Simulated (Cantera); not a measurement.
Charge: 1 mol Al, 0.16 mol H2O, 0.055 mol O2, equilibrated at 1723 K and 51.0 Torr.

Cantera equilibrium calculation (NASA polynomials, part measured and part estimated; ideal gas, pure solids and liquids). Candidate condensed phases: Al, Al2O3, H2O; 19 gas species. Mutual solubility and eutectic melting of coexisting phases are not modelled. The numbers say what is thermodynamically allowed, not how fast it happens.

Base state: H2 0.987, Al2O 0.00652, Al 0.00469, H 0.000695, AlH 0.000688 (mole fractions); condensed: Al(l) + Al2O3(s).

What changes in the equilibrium state with this change: temperature from 1723 K to 1398.15 K?


| species | before | after |
|---|---|---|
| H2 | 0.987 | 1.000 |
| Al | 0.00469 | 3.20e-5 |
| H | 0.000695 | 1.82e-5 |
| Al2O | 0.00652 | 1.53e-5 |
| AlH | 0.000688 | 1.54e-5 |
| Al(l), mol | 0.818 | 0.820 |
| Al2O3(s), mol | 0.0896 | 0.0900 |
